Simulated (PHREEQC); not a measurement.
A solution holds 0.0055 mol KOH, 2.9e-06 mol H4SiO4 and 0.00051 mol CO2 per kg of water, at 70 °C. Closed to the air; pH follows from the charge balance.

Model: ion-association model, phreeqc.dat, run in PHREEQC.

No solid was allowed to form.

Task: What pH, specific conductance, ionic strength does the model give?

Result: pH 10.42; specific conductance 2850 µS/cm; ionic strength 0.00587 mol/kgw.

Task: In which forms is C present?

Result: CO3-2 72 %, HCO3- 28 % of the C.

At this temperature some constants are extrapolated from 25 °C, and those without enthalpy data are left unchanged.
